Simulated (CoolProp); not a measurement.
Vapour-liquid equilibrium of acetone (1) + n-nonane (2) at 0.721 MPa; x and y are mole fractions of (1).

The numbers come from the multi-fluid Helmholtz-energy mixture model, Lemmon 2006 and Lemmon 2006; pair parameters Bell 2016 in CoolProp.

```tsv
x	bubble temperature, mixture model (°C)	bubble temperature, Raoult's law (°C)	y, mixture model	y, Raoult's law
0.05	223.6	227.4	0.281	0.291
0.15	191.1	203.0	0.624	0.601
0.25	171.2	185.6	0.768	0.756
0.35	159.4	172.5	0.835	0.843
0.45	151.7	162.0	0.873	0.897
0.55	146.2	153.5	0.899	0.932
0.65	141.8	146.3	0.920	0.956
0.75	137.7	140.1	0.940	0.974
0.85	133.8	134.7	0.962	0.986
0.95	129.8	130.0	0.986	0.996
```

The largest gap from Raoult's law is -14.4 K in bubble temperature, at x = 0.25. No azeotrope shows between x = 0.05 and 0.95.

The pair parameters rest on a limited set of measurements; away from them the model extrapolates.
